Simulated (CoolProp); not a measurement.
C3F8 (R218) at 298.15 K and 0.24 MPa flows at 8.5 m/s in a round tube of 20 mm bore and 0.25 µm roughness, fully developed (64/Re and Nu = 3.66 if laminar; Colebrook and Gnielinski if turbulent). Each further row changes one setting.

Computed with CoolProp (reference Helmholtz-energy equation of state, Lemmon 2006). It is a short technical equation, of lower accuracy than the large ones.

| case | Reynolds number | Darcy friction factor | pressure drop (Pa/m) | heat-transfer coefficient (W/(m² K)) | mass flow (kg/h) |
|---|---|---|---|---|---|
| as stated | 266000 | 0.0149 | 517 | 267 | 185 |
| velocity 17 m/s | 533000 | 0.0132 | 1830 | 470 | 369 |
| diameter 40 mm | 533000 | 0.0131 | 227 | 234 | 739 |

Viscosity comes from a separate model (Huber 2003), an estimate that may be off by 10 % or more. Thermal conductivity comes from a separate model (Huber 2003), an estimate that may be off by 10 % or more.
